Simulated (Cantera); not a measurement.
## PbO + CH4 + N2 (carbothermic reduction)

A closed system holds: 1 mol PbO, 1.3 mol CH4, 0.54 mol N2, equilibrated at 0.000970 bar.

Cantera equilibrium calculation (NASA polynomials, part measured and part estimated; ideal gas, pure solids and liquids). Candidate condensed phases: C, C6H6, C7H8, C8H18, H2O, Pb, PbO, PbO2, Pb3O4; 139 gas species. The numbers say what is thermodynamically allowed, not how fast it happens.

From 2073 K to 2523 K the condensed part is C(graphite). The main Pb-bearing gas is Pb throughout.

```csv
T (K),x H2,x H,x CO,x Pb,x N2,n C(graphite)
2073,0.460,0.0573,0.189,0.189,0.0998,0.270
2148,0.436,0.0883,0.186,0.186,0.0976,0.261
2223,0.403,0.131,0.182,0.182,0.0947,0.249
2298,0.361,0.185,0.177,0.177,0.0912,0.235
2373,0.311,0.250,0.170,0.170,0.0871,0.219
2448,0.255,0.323,0.163,0.163,0.0827,0.200
2523,0.198,0.397,0.156,0.156,0.0782,0.174
```
x: gas mole fraction; n: condensed amount in mol.
